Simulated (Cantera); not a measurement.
A freely propagating, adiabatic, planar premixed flame of H₂ : O₂ : N₂ = 1 : 0.98 : 3.53 (molar parts), equivalence ratio 0.51, unburnt at 475 K and 100.0 Torr; mixture-averaged transport, grid criteria slope 0.08 and curve 0.16, no radiation.

Detailed kinetics in Cantera: the H2/O2 subset of GRI-Mech 3.0, which has no nitrogen chemistry. Burning velocities carry a grid error of a few per cent, more on coarse grids. Lean hydrogen flames are cellular in practice and burn faster than this planar one.

Problem. How do the results move with these cheaper or finer settings: unity-Lewis-number transport; multicomponent transport; multicomponent+Soret transport; grid criteria slope 0.5, curve 1; grid criteria slope 0.25, curve 0.5; grid criteria slope 0.03, curve 0.06?

Solution. 
```tsv
setting	laminar burning velocity	thermal thickness	peak x(O)	peak x(H₂O₂)	grid points
as above	224 cm/s	5.29 mm	0.0127	7.95e-6	121
unity-Lewis-number transport	162 cm/s	3.56 mm	0.0143	3.38e-6	119
multicomponent transport	221 cm/s	5.25 mm	0.0127	8.12e-6	121
multicomponent+Soret transport	206 cm/s	5.20 mm	0.0124	8.42e-6	121
grid criteria slope 0.5, curve 1	270 cm/s	6.63 mm	0.0132	5.81e-6	35
grid criteria slope 0.25, curve 0.5	242 cm/s	5.76 mm	0.0128	6.90e-6	52
grid criteria slope 0.03, curve 0.06	220 cm/s	5.21 mm	0.0127	8.19e-6	273
```
Unity Lewis numbers drop preferential diffusion, which matters most where H2 and H carry the flame; Soret adds thermal diffusion.
